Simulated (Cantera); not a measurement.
Standard-state values (1 bar) from the NASA 1993 polynomials, evaluated with Cantera. Values are per mole of reaction as written; species without (g) are pure solids or liquids, kept so even where they would boil at 1 bar.

5 Cr2N + 3 NO(g) + 12 H2O(g) → 8 NH3(g) + 5 Cr2O3

| T (K) | ΔH° (kJ) | ΔS° (J/K) | ΔG° (kJ) | log10 K |
|---|---|---|---|---|
| 1350 | -2756.4 | -1236.2 | -1087.5 | 42.08 |
| 1400 | ___ | ___ | ___ | ___ |
| 1450 | ___ | ___ | ___ | ___ |
| 1500 | ___ | ___ | ___ | ___ |
| 1550 | ___ | ___ | ___ | ___ |
| 1600 | -2757.7 | -1237.1 | -778.4 | 25.41 |

Q: Some entries are withheld; supply them.

A: 
- 1400, ΔH° (kJ): -2756.2
- 1400, ΔS° (J/K): -1236.1
- 1400, ΔG° (kJ): -1025.7
- 1400, log10 K: 38.27
- 1450, ΔH° (kJ): -2756.2
- 1450, ΔS° (J/K): -1236.1
- 1450, ΔG° (kJ): -963.9
- 1450, log10 K: 34.72
- 1500, ΔH° (kJ): -2756.5
- 1500, ΔS° (J/K): -1236.3
- 1500, ΔG° (kJ): -902.1
- 1500, log10 K: 31.41
- 1550, ΔH° (kJ): -2757.0
- 1550, ΔS° (J/K): -1236.6
- 1550, ΔG° (kJ): -840.2
- 1550, log10 K: 28.32
